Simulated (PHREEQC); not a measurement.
Solution A (0.0012 mol/kgw FeCl3, 0.00048 mol/kgw NiCl2, 0.00019 mol/kgw HCl and 0.0047 mol/kgw NaCl) is mixed with solution B (0.0082 mol/kgw NaHCO3 and 0.00017 mol/kgw NaF) at 20 °C; shares are by mass of water, 1 kg in all. O2 is buffered at 0.21 atm. The system is closed to CO2. The run lets Fe(OH)3(a), Ni(OH)2, NiCO3, Halite, Nahcolite, Natron precipitate or redissolve, and no other solid.

The numbers come from PHREEQC with the ion-association model, wateq4f.dat.

### Question
Predict pH, Fe in solution (mol/kgw) at share of solution B = 0, 0.2, 0.8, 1.

### Answer
| share of solution B | pH | Fe in solution (mol/kgw) |
|---|---|---|
| 0 | 2.95 | 0.00120 |
| 0.2 | 3.21 | 0.000357 |
| 0.8 | 7.16 | 1.83e-8 |
| 1 | 8.28 | 0 |

Fluoro complexes past AlF4- and FeF3 are missing from the database. The database's nickel carbonate constants are estimates that later reviews lower a good deal.
